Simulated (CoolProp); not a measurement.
Properties of R365MFC along the isotherm 222.45 °C.

Computed with CoolProp (reference Helmholtz-energy equation of state, Lemmon 2016).

```
p (MPa)          phase  cp (kJ/(kg K))  speed of sound (m/s)
-------  -------------  --------------  --------------------
2.51               gas           1.473                 133.7
5.03     supercritical           2.843                 102.6
7.54     supercritical           2.123                 177.6
10.1     supercritical           1.875                 238.9
12.6     supercritical           1.782                 283.1
15.1     supercritical           1.731                 319.4
17.6     supercritical           1.697                 350.8
20.1     supercritical           1.673                 378.8
22.6     supercritical           1.655                 404.2
25.1     supercritical           1.641                 427.6
27.6     supercritical           1.630                 449.4
30.2     supercritical           1.620                 470.6
32.7     supercritical           1.612                 489.9
```

The peak of cp marks the crossing from liquid-like to gas-like fluid above the critical point.
